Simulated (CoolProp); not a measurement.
Tetrahydrofuran along the isobar 0.442 MPa: fugacity coefficient from the reference equation and from simpler models built on Tc = 267.0 °C, pc = 5.304 MPa, ω = 0.234; each cubic takes its own stable root.

The numbers come from the reference Helmholtz-energy equation of state, Fiedler 2023 in CoolProp.

```csv
T (°C),phase,reference
93.25,liquid,0.4932
101.05,liquid,0.6005
108.75,liquid,0.7219
116.55,liquid,0.8614
124.25,gas,0.9260
132.05,gas,0.9303
139.85,gas,0.9343
147.55,gas,0.9380
155.35,gas,0.9414
163.05,gas,0.9445
170.85,gas,0.9475
178.55,gas,0.9503
```

### Question
How far does each simpler model (van der Waals, Redlich-Kwong, Peng-Robinson) lie from the reference over these 12 states: mean and median of the absolute difference, and the worst?

### Answer
- van der Waals: mean 16.9 %, median 2.2 %, worst +90.4 % at 93.25 °C and 0.442 MPa
- Redlich-Kwong: mean 11.7 %, median 0.7 %, worst +51.8 % at 93.25 °C and 0.442 MPa
- Peng-Robinson: mean 0.4 %, median 0.3 %, worst -0.6 % at 93.25 °C and 0.442 MPa

At some of these states van der Waals, Redlich-Kwong gives the other phase, because its saturation line lies elsewhere.
